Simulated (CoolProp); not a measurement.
Model: reference Helmholtz-energy equation of state, Gao 2022, in CoolProp.

**Question.** Give the vapour pressure (MPa), enthalpy of vaporisation (kJ/kg), vapour Z of saturated n-perfluorohexane at 5.35, 72.55, 82.15 °C.

**Answer.** 
```tsv
T (°C)	p (MPa)	enthalpy of vaporisation (kJ/kg)	vapour Z
5.35	0.0115	98.1	0.988
72.55	0.166	79.9	0.910
82.15	0.220	76.9	0.889
```
